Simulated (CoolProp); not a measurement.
A simple Rankine cycle with R124: condensing at 305.15 K, boiler at 1.25 MPa, turbine inlet 382.6 K, turbine efficiency 0.65, pump efficiency 0.7, no recuperator. Each further row changes one setting.

Model: reference Helmholtz-energy equation of state, de Vries 1995, in CoolProp.

```tsv
case	thermal efficiency (%)	net work (kJ/kg)	heat in (kJ/kg)	turbine exit temperature (K)	volume ratio over the turbine
as stated	5.9	11.8	199	358.5	2.72
turbine inlet 402.6 K	5.9	12.8	217	379.3	2.68
condensing temperature 297.15 K	7.1	14.8	208	353.4	3.46
boiler pressure 0.875 MPa	3.9	7.93	203	368.3	1.86
turbine efficiency 0.55	4.9	9.83	199	360.8	2.74
```
